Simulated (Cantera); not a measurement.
Cantera run, input and output.

```python
import numpy as np
import cantera as ct

gas = ct.Solution("gri30.yaml")


def delay(T, t_max=10):
    gas.TPX = T, 100000, {'C3H8': 1, 'O2': 5, 'N2': 18.8, 'H2O': 0.89}
    reactor = ct.IdealGasReactor(gas, clone=False)
    net = ct.ReactorNet([reactor])
    net.rtol, net.atol = 1e-8, 1e-16
    while net.time < t_max:
        t_old, T_old = net.time, reactor.T
        net.step()
        if reactor.T > T + 400:  # ignition: a rise of 400 K
            return t_old + (T + 400 - T_old) / (reactor.T - T_old) * (net.time - t_old)
    return np.nan


taus = []
for T in [1198, 1298, 1398, 1498, 1598, 1698]:
    taus.append(delay(T))
    print(f"T0 = {T:6g} K   tau = {taus[-1]:.4e} s")
```

Output:

```
T0 =   1198 K   tau = 6.4212e-03 s
T0 =   1298 K   tau = 9.9591e-04 s
T0 =   1398 K   tau = 2.2807e-04 s
T0 =   1498 K   tau = 7.4385e-05 s
T0 =   1598 K   tau = 3.2283e-05 s
T0 =   1698 K   tau = 1.7319e-05 s
```

Computed with Cantera and GRI-Mech 3.0 (53 species, 325 reactions). GRI-Mech 3.0 was tuned for natural gas; its chemistry of propane as a main component is partial and can be far from experiment.
